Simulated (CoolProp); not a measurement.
Properties of cis-2-butene along the isotherm 407.6 K (Tc = 435.8 K, pc = 42.36 bar, ω = 0.202).

Model: reference Helmholtz-energy equation of state, Lemmon 2005, in CoolProp. It is a short technical equation, of lower accuracy than the large ones.

```csv
p (bar),phase,speed of sound (m/s),Joule-Thomson coefficient (K/MPa)
0.335,gas,255.4,10.85
0.505,gas,255.1,10.87
0.762,gas,254.5,10.91
1.15,gas,253.6,10.96
1.73,gas,252.3,11.04
2.62,gas,250.3,11.17
3.95,gas,247.2,11.37
5.96,gas,242.4,11.70
8.98,gas,234.6,12.25
13.6,gas,221.5,13.31
20.4,gas,197.9,15.61
30.8,liquid,375.8,1.184
46.5,liquid,435.8,0.7541
70.2,liquid,502.4,0.4350
106,liquid,578.4,0.1899
```
